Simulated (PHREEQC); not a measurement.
Consider water at 25 °C with 0.1 mol/kgw NH4HF2, 0.00027 mol/kgw H2SiF6, 0.0014 mol/kgw H3BO3 and 0.0082 mol/kgw HCl. Closed to the air; pH follows from the charge balance.

The numbers come from PHREEQC with the ion-association model, wateq4f.dat.

Precipitation was switched off in this run.

**Question.** Order these F species by the share of F that they hold, largest first: H2F2, HF, HF2-, BF4-, F-.

**Answer.** F- (36 %), HF (32 %), HF2- (18 %), H2F2 (11 %), BF4- (2.8 %)

The pH is 3.10 and the ionic strength 0.101 mol/kgw. wateq4f.dat counts part of the HF as a dimer, H2F2, which phreeqc.dat doesn't know; its constant is uncertain. SiF6-2 is the database's only silicon fluoride. Real BF4- forms and hydrolyses slowly; the run takes it at equilibrium.
